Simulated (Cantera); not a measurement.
Input (Python, Cantera) and output of one run.

```python
import numpy as np
import cantera as ct

gas_names = """
    H HO2 H2 H2O H2O2 O OH O2 O3 Ti TiO TiO2
""".split()
cond_names = """
    H2O(s) H2O(L) Ti(a) Ti(b) Ti(L) TiO(a) TiO(b) TiO(L) TiO2(ru) TiO2(L) Ti2O3(a) Ti2O3(b) Ti2O3(L)
    Ti3O5(a) Ti3O5(b) Ti3O5(L) Ti4O7(s) Ti4O7(L)
""".split()


# ... load() reads the species with a 1 bar reference pressure and builds the phases ...
atoms = {
    'TiO2': {'Ti': 1, 'O': 2},
    'H2': {'H': 2},
}
top_T = {}  # K; cautious upper limits of use, not melting points


# ... equilibrate(T, P, feed) seeds the gas with the atoms and calls Mixture.equilibrate('TP', solver="vcs", rtol=1e-11, max_steps=5000) ...
results = []
T = 2100  # K
P = 14  # Pa
for m in [0.57, 1.1, 2.1, 4.1, 7.9, 15, 30, 57, 110]:
    feed = {'TiO2': 1, 'H2': m}  # mol
    mix = equilibrate(T, P, feed)
    results.append((T, P, feed, dict(zip(mix.species_names, mix.species_moles))))
    x = sorted(zip(gas.X, gas.species_names), reverse=True)
    print(f"T = {T:g} K  P = {P:g} Pa  n(H2) = {m:g} mol  gas = {mix.phase_moles(0):.4g} mol")
    print("   x: " + "  ".join(f"{s} {v:.3e}" for v, s in x if v > 1e-06))
    print("   condensed (mol): " + ("  ".join(f"{mix.phase(i).name} {mix.phase_moles(i):.4g}"
          for i in range(1, mix.n_phases) if mix.phase_moles(i) > 1e-12) or "none"))
```

Result:

```
T = 2100 K  P = 14 Pa  n(H2) = 0.57 mol  gas = 0.6406 mol
   x: H2 4.320e-01  H2O 3.626e-01  H 1.731e-01  OH 1.729e-02  TiO2 8.117e-03  O 4.940e-03  O2 1.768e-03  TiO 1.781e-04
   condensed (mol): Ti4O7(L) 0.2487
T = 2100 K  P = 14 Pa  n(H2) = 1.1 mol  gas = 1.242 mol
   x: H2 5.910e-01  H 2.024e-01  H2O 1.899e-01  OH 7.744e-03  TiO2 6.385e-03  O 1.891e-03  TiO 3.660e-04  O2 2.590e-04
   condensed (mol): Ti4O7(L) 0.2479
T = 2100 K  P = 14 Pa  n(H2) = 2.1 mol  gas = 2.378 mol
   x: H2 6.737e-01  H 2.161e-01  H2O 9.954e-02  TiO2 5.258e-03  OH 3.802e-03  O 8.697e-04  TiO 6.555e-04  O2 5.478e-05
   condensed (mol): Ti4O7(L) 0.2465
T = 2100 K  P = 14 Pa  n(H2) = 4.1 mol  gas = 4.651 mol
   x: H2 7.179e-01  H 2.231e-01  H2O 5.117e-02  TiO2 4.382e-03  OH 1.893e-03  TiO 1.132e-03  O 4.195e-04  O2 1.275e-05
   condensed (mol): Ti4O7(L) 0.2436
T = 2100 K  P = 14 Pa  n(H2) = 7.9 mol  gas = 8.972 mol
   x: H2 7.396e-01  H 2.265e-01  H2O 2.712e-02  TiO2 3.711e-03  TiO 1.864e-03  OH 9.888e-04  O 2.159e-04  O2 3.375e-06  Ti 1.748e-06
   condensed (mol): Ti4O7(L) 0.2375
T = 2100 K  P = 14 Pa  n(H2) = 15 mol  gas = 17.05 mol
   x: H2 7.467e-01  H 2.275e-01  H2O 1.919e-02  TiO2 3.348e-03  TiO 2.399e-03  OH 6.963e-04  O 1.513e-04  Ti 3.210e-06  O2 1.658e-06
   condensed (mol): Ti3O5(L) 0.3007
T = 2100 K  P = 14 Pa  n(H2) = 30 mol  gas = 34.13 mol
   x: H2 7.538e-01  H 2.286e-01  H2O 1.076e-02  TiO 3.551e-03  TiO2 2.752e-03  OH 3.885e-04  O 8.401e-05  Ti 8.558e-06
   condensed (mol): Ti3O5(L) 0.2615
T = 2100 K  P = 14 Pa  n(H2) = 57 mol  gas = 64.9 mol
   x: H2 7.564e-01  H 2.290e-01  H2O 7.162e-03  TiO 4.669e-03  TiO2 2.400e-03  OH 2.582e-04  O 5.573e-05  Ti 1.696e-05
   condensed (mol): Ti3O5(L) 0.18
T = 2100 K  P = 14 Pa  n(H2) = 110 mol  gas = 125.4 mol
   x: H2 7.573e-01  H 2.292e-01  TiO 5.596e-03  H2O 5.464e-03  TiO2 2.192e-03  OH 1.968e-04  O 4.247e-05  Ti 2.668e-05
   condensed (mol): Ti3O5(L) 0.006755
```

Method: chemical equilibrium by Gibbs-energy minimisation in Cantera with the NASA 1993 tables (ideal gas, pure condensed phases). Condensed phases not in the tables: Magnéli phases beyond Ti4O7.
